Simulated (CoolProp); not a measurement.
A closed Brayton cycle with carbon dioxide: compressor inlet 322.15 K and 8.8 MPa, high pressure 30.4 MPa, turbine inlet 790 K, compressor efficiency 0.89, turbine efficiency 0.93, recuperator effectiveness 0.9 (on enthalpy, no pinch check). Each further row changes one setting.

Model: reference Helmholtz-energy equation of state, Span 1996, in CoolProp.

| case | thermal efficiency (%) | net work (kJ/kg) | compressor to turbine work | compressor exit (K) | turbine exit (K) |
|---|---|---|---|---|---|
| as stated | 35.2 | 97.8 | 0.38 | 416.0 | 642.0 |
| turbine inlet 740 K | (withheld) | (withheld) | 0.41 | 416.0 | 597.4 |
| compressor inlet 332.15 K | 33.6 | (withheld) | 0.43 | 437.4 | 642.0 |
| high pressure 25.8 MPa | 34.6 | 89.1 | 0.35 | 403.3 | 661.0 |
| recuperator effectiveness 0.5 | (withheld) | 97.8 | 0.38 | 416.0 | 642.0 |

**Question.** Some entries are withheld; supply them.

**Answer.** 
- turbine inlet 740 K, thermal efficiency (%): 33.0
- turbine inlet 740 K, net work (kJ/kg): 85.9
- compressor inlet 332.15 K, net work (kJ/kg): 88.5
- recuperator effectiveness 0.5, thermal efficiency (%): 25.6
